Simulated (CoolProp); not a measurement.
Vapour-liquid equilibrium of CH2F2 (R32) (1) + isobutane (2) at 0.747 MPa; x and y are mole fractions of (1).

Values from CoolProp's multi-fluid Helmholtz-energy mixture model, Tillner-Roth 1997 and Bücker 2006; pair parameters Bell 2016.

Q: Give the bubble temperature and the first vapour's composition at x = 0.2, 0.5, 0.8. Is there an azeotrope?

A: x = 0.2: 278.3 K, y = 0.751; x = 0.5: 269.7 K, y = 0.830; x = 0.8: 269.1 K, y = 0.848. y crosses x between x = 0.8 and 0.95: the model has an azeotrope there.

Pair parameters are fitted to limited data, so mixtures are less certain than the pure fluids. With so large a gap from Raoult's law the liquid may split in two, which this calculation doesn't test in full.
